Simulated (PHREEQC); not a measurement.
A solution holds 34 mmol/kgw H2SO4, 3.8 mmol/kgw CaCl2 and 0.76 mmol/kgw KCl, at 25 °C. Closed to the air; pH follows from the charge balance.

The numbers come from PHREEQC with the Pitzer model, pitzer.dat.

```json
[
 {"quantity": "pH", "before": "1.42", "after": "2.27"},
 {"quantity": "HSO4- (mol/kgw)", "before": "0.0202", "after": "0.000898"},
 {"quantity": "SO4-2 (mol/kgw)", "before": "0.0138", "after": "0.00250"},
 {"quantity": "SI of Sylvite (KCl)", "before": "-6.30", "after": "-8.19"},
 {"quantity": "SI of Arcanite (K2SO4)", "before": "-6.91", "after": "-9.24"}
]
```

Which change was made?
A. CaCl2 left out
B. CaCl2 from 0.0038 to 0.00418 mol/kgw
C. diluted 2-fold with water
D. temperature from 25 to 60 °C
E. diluted 10-fold with water

E, diluted 10-fold with water

No solid was allowed to form.
